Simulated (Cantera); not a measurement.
Input: 1 mol CCl4, 2.3 mol F2, equilibrated at 0.0158 Torr.

These are equilibrium values from Cantera (NASA tables, ideal gas, pure condensed phases), not measurements of a reactor. Candidate condensed phases: C; 27 gas species. Gases not in the tables: C2F6 and larger saturated fluorocarbons. Rates play no part. All values below are at 1450 °C.

Base state: Cl 0.674, F 0.157, CF4 0.140, CF2 0.0276, CF3 0.000737, Cl2 0.000204, ClF 9.36e-5, CF 2.84e-5 (mole fractions); condensed: gas only.

What changes in the equilibrium state with this change: pressure from 0.0158 Torr to 188 Torr?


```tsv
species	before	after
Cl2	0.000204	0.335
CF4	0.140	0.259
Cl	0.674	0.251
CF2	0.0276	4.87e-9
ClF	9.36e-5	0.113
F	0.157	0.0426
CF	2.84e-5	<1e-9
CF3	0.000737	4.20e-7
F2	1.23e-8	1.08e-5
```
